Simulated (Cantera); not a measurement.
**Silicon oxide and oxynitride deposition: SiH4 + H2O**

Feed: 1 mol SiH4, 0.46 mol H2O, held at 1.00 Torr.

Cantera equilibrium calculation (NASA polynomials, part measured and part estimated; ideal gas, pure solids and liquids). Candidate condensed phases: H2O, Si, SiO2; 18 gas species. Mutual solubility and eutectic melting of coexisting phases are not modelled. The tables hold silica as quartz up to 1696 K and as liquid above; real silica turns to tridymite and cristobalite and melts near 1996 K. Gases not in the tables: Si2H6 and higher silanes. The numbers say what is thermodynamically allowed, not how fast it happens.

From 350 °C to 500 °C the condensed part is Si(s) + SiO2(α-quartz). From 650 °C to 1100 °C the condensed part is Si(s) + SiO2(β-quartz). From 1250 °C to 1400 °C the condensed part is Si(s). From 1550 °C to 1700 °C the condensed part is Si(l).

| T (°C) | x H2 | x SiO | x H | x Si | x SiH | x Si2 | n Si(s) | n SiO2(α-quartz) | n SiO2(β-quartz) | n Si(l) |
|---|---|---|---|---|---|---|---|---|---|---|
| 350 | 1.00 | <1e-12 | <1e-12 | <1e-12 | <1e-12 | <1e-12 | 0.770 | 0.230 | 0 | 0 |
| 500 | 1.00 | 1.74e-12 | 2.49e-11 | <1e-12 | <1e-12 | <1e-12 | 0.770 | 0.230 | 0 | 0 |
| 650 | 1.00 | 1.19e-8 | 6.70e-9 | <1e-12 | <1e-12 | <1e-12 | 0.770 | 0 | 0.230 | 0 |
| 800 | 1.000 | 6.67e-6 | 3.84e-7 | 5.18e-12 | 7.04e-12 | <1e-12 | 0.770 | 0 | 0.230 | 0 |
| 950 | 0.999 | 0.000770 | 8.23e-6 | 2.41e-9 | 1.14e-9 | <1e-12 | 0.769 | 0 | 0.229 | 0 |
| 1100 | 0.969 | 0.0309 | 8.98e-5 | 2.91e-7 | 5.94e-8 | 1.38e-10 | 0.731 | 0 | 0.191 | 0 |
| 1250 | 0.842 | 0.157 | 0.000581 | 1.35e-5 | 1.32e-6 | 2.03e-8 | 0.540 | 0 | 0 | 0 |
| 1400 | 0.840 | 0.157 | 0.00286 | 0.000313 | 1.77e-5 | 1.21e-6 | 0.539 | 0 | 0 | 0 |
| 1550 | 0.830 | 0.156 | 0.0108 | 0.00332 | 0.000118 | 2.15e-5 | 0 | 0 | 0 | 0.530 |
| 1700 | 0.791 | 0.151 | 0.0329 | 0.0237 | 0.000556 | 0.000230 | 0 | 0 | 0 | 0.464 |
x: gas mole fraction; n: condensed amount in mol.
